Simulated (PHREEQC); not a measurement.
1 kg of water holding 0.35 mol NaHCO3, 0.055 mol Na2SO4, 0.017 mol Na2CO3, 0.29 mol NaCl and 0.16 mol KCl is evaporated at 25 °C; the solids stay in contact with the brine. No CO2 enters from the air. Solids allowed: Arcanite, Burkeite, Glaserite, Halite, Kalicinite, Mirabilite, Misenite, Nahcolite, Natron, Sylvite, Thenardite, Trona. Others were left out.

The series has 28 steps of water left (kg), from 1 to 0.004425.

The numbers come from PHREEQC with the Pitzer model, pitzer.dat.

Q: Which solids form, in which order, and at which step of the series does each first stand?

A: Nahcolite from water left = 0.375 kg (pH 8.08); Glaserite from water left = 0.09499 kg (pH 8.96); Halite from water left = 0.06414 kg (pH 9.27); Sylvite from water left = 0.04329 kg (pH 9.46); Trona from water left = 0.04329 kg (pH 9.46).

Species that the database lacks are ignored.
